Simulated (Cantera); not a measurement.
Charge: 1 mol CH₃Cl, 3.3 mol H₂, at 1675 °C.

These are equilibrium values from Cantera (NASA tables, ideal gas, pure condensed phases), not measurements of a reactor. Candidate condensed phases: C, C₆H₆, C₇H₈, C₈H₁₈; 91 gas species. Equilibrium is a limit: real reactors are often held back by kinetics, nucleation or transport.

x: gas mole fraction; n: condensed amount in mol.

```json
[
 {"P (Pa)": "1", "x H₂": "0.571", "x H": "0.270", "x HCl": "0.118", "x Cl": "0.0417", "x C₂H₂ (acetylene)": "0.000307", "x CH₄": "1.59e-9", "n C(graphite)": "0.996"},
 {"P (Pa)": "10", "x H₂": "0.725", "x H": "0.0962", "x HCl": "0.162", "x Cl": "0.0161", "x C₂H₂ (acetylene)": "0.000391", "x CH₄": "2.57e-8", "n C(graphite)": "0.996"},
 {"P (Pa)": "100", "x H₂": "0.783", "x H": "?", "x HCl": "0.180", "x Cl": "?", "x C₂H₂ (acetylene)": "0.000422", "x CH₄": "?", "n C(graphite)": "0.995"},
 {"P (Pa)": "1000", "x H₂": "0.802", "x H": "0.0101", "x HCl": "0.186", "x Cl": "0.00176", "x C₂H₂ (acetylene)": "0.000432", "x CH₄": "3.15e-6", "n C(graphite)": "0.995"},
 {"P (Pa)": "10000", "x H₂": "0.808", "x H": "?", "x HCl": "0.188", "x Cl": "?", "x C₂H₂ (acetylene)": "0.000435", "x CH₄": "?", "n C(graphite)": "0.995"},
 {"P (Pa)": "100000", "x H₂": "0.810", "x H": "0.00102", "x HCl": "0.188", "x Cl": "0.000177", "x C₂H₂ (acetylene)": "0.000436", "x CH₄": "0.000321", "n C(graphite)": "0.994"}
]
```

Q: Some entries are withheld; supply them.

A: 
- 100, x H: 0.0316
- 100, x Cl: 0.00544
- 100, x CH₄: 3.00e-7
- 10000, x H: 0.00321
- 10000, x Cl: 0.000560
- 10000, x CH₄: 3.19e-5
